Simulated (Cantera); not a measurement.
Cantera run:

```python
import numpy as np
import cantera as ct

gas_names = [...]  # 113 gases of nasa_gas.yaml made of C, H, O, Ti
cond_names = """
    C(gr) C6H6(L) C7H8(L) C8H18(L),n-octa H2O(s) H2O(L) Ti(a) Ti(b) Ti(L) TiC(s) TiC(L) TiO(a) TiO(b)
    TiO(L) TiO2(ru) TiO2(L) Ti2O3(a) Ti2O3(b) Ti2O3(L) Ti3O5(a) Ti3O5(b) Ti3O5(L) Ti4O7(s) Ti4O7(L)
""".split()


# ... load() reads the species with a 1 bar reference pressure and builds the phases ...
atoms = {
    'TiO2': {'Ti': 1, 'O': 2},
    'CH4': {'C': 1, 'H': 4},
    'CO': {'C': 1, 'O': 1},
}
top_T = {'C(gr)': 4500}  # K; cautious upper limits of use, not melting points


# ... equilibrate(T, P, feed) seeds the gas with the atoms and calls Mixture.equilibrate('TP', solver="vcs", rtol=1e-11, max_steps=5000) ...
results = []
feed = {'TiO2': 1, 'CH4': 2, 'CO': 0.1}  # mol
P = 22000  # Pa
for T in [1925, 1975, 2025, 2075, 2125, 2175, 2225, 2275, 2325, 2375, 2425]:
    mix = equilibrate(T, P, feed)
    results.append((T, P, feed, dict(zip(mix.species_names, mix.species_moles))))

top = {s: max(r[3][s] / sum(r[3][g] for g in gas_names) for r in results) for s in gas_names}
cols = sorted((s for s in top if top[s] > 1e-06), key=lambda s: -top[s])[:5]
seen = [c for c in cond_names if any(r[3].get(c, 0) > 1e-12 for r in results)]
print("log10 of partial pressures in bar; condensed amounts in mol")
print(f"{'T/K':>10s}" + "".join(f"{s[:9]:>10s}" for s in cols + seen))
for T, P, feed, n in results:
    ng = sum(n[g] for g in gas_names)
    print(f"{T:10.4g}" + "".join(f"{np.log10(max(n[s] / ng * P / 1e5, 1e-99)):10.3f}" for s in cols)
          + "".join(f"{n.get(c, 0):10.4g}" for c in seen))
```

Output:

```
log10 of partial pressures in bar; condensed amounts in mol
       T/K        H2        CO         H       TiO        Ti    TiC(s)    TiO(L)  Ti2O3(b)
      1925    -0.797    -1.222    -3.418    -6.834    -8.220    0.6006         0    0.1997
      1975    -0.797    -1.223    -3.262    -6.395    -7.675    0.6006         0    0.1997
      2025    -0.798    -1.223    -3.115    -5.980    -7.158    0.6006         0    0.1997
      2075    -0.806    -1.203    -2.978    -5.658    -6.712    0.5007    0.4992         0
      2125    -0.807    -1.203    -2.844    -5.357    -6.281    0.5007    0.4992         0
      2175    -0.808    -1.204    -2.716    -5.071    -5.871    0.5006    0.4991         0
      2225    -0.810    -1.204    -2.594    -4.799    -5.479    0.5006    0.4989         0
      2275    -0.812    -1.205    -2.477    -4.539    -5.105    0.5005    0.4986         0
      2325    -0.814    -1.206    -2.366    -4.292    -4.748    0.5003    0.4979         0
      2375    -0.817    -1.207    -2.259    -4.055    -4.406       0.5    0.4967         0
      2425    -0.821    -1.209    -2.158    -3.829    -4.078    0.4994    0.4946         0
```

These are equilibrium values from Cantera (NASA tables, ideal gas, pure condensed phases), not measurements of a reactor. Mutual solubility and eutectic melting of coexisting phases are not modelled. TiC, TiO: taken at fixed stoichiometry. Condensed phases not in the tables: solid solutions among these carbides, nitrides and lower oxides.
